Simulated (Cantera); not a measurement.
Charge: 1 mol HF, 0.46 mol SO2, 0.056 mol O2, held at 10.0 mbar.

Cantera equilibrium calculation (NASA polynomials, part measured and part estimated; ideal gas, pure solids and liquids). Candidate condensed phases: H2O, H2SO4, S; 43 gas species. Rates play no part.

Question: At 2573 K, list the 5 most abundant gas species with their mole fractions, and the condensed phases.

Answer: HF 0.587, SO2 0.198, SO 0.0737, O2 0.0510, O 0.0464. Condensed: gas only.
